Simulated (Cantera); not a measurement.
An isothermal, constant-pressure homogeneous reactor starts with H2 : O2 = 0.15 : 1 (molar parts), equivalence ratio 0.075, at 1425 K and 720 Pa.

Model: the H2/O2 subset of GRI-Mech 3.0, which has no nitrogen chemistry, integrated in Cantera. Radical loss at walls, strong at low pressure, is not modelled. The temperature is held fixed by assumption; the heat of reaction is taken as removed at once.

One state of this run: x H2 = 0.000201; x O2 = 0.857; x H2O2 = 2.41e-8; x HO2 = 5.88e-7; x H2O = 0.137; x H = 0.000198. x: mole fraction; the columns are a selection and need not sum to one.

Question: Which value of t (s) does it belong to?
A) 4.00e-6
B) 0.649
C) 2.22e-5
D) 0.000684

Answer: B, 0.649
